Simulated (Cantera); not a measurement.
Feed: 1 mol AlN, 0.57 mol N2, at 165 Torr.

Cantera equilibrium calculation (NASA polynomials, part measured and part estimated; ideal gas, pure solids and liquids). Candidate condensed phases: Al, AlN; 5 gas species. Equilibrium is a limit: real reactors are often held back by kinetics, nucleation or transport.

### Question
Which condensed phases are stable at each of these points (T (K)): 1823, 1898, 1973, 2048, 2123, 2198, 2273, 2348, 2423, 2498, 2573?

### Answer
| T (K) | condensed phases | Al condensed (%) |
|---|---|---|
| 1823 | AlN(s) | 100.0 |
| 1898 | AlN(s) | 100.0 |
| 1973 | AlN(s) | 100.0 |
| 2048 | AlN(s) | 100.0 |
| 2123 | AlN(s) | 99.9 |
| 2198 | AlN(s) | 99.7 |
| 2273 | AlN(s) | 98.9 |
| 2348 | AlN(s) | 96.5 |
| 2423 | AlN(s) | 88.1 |
| 2498 | gas only | 0.0 |
| 2573 | gas only | 0.0 |

From 1823 K to 2423 K the condensed part is AlN(s). From 2498 K to 2573 K nothing is condensed.
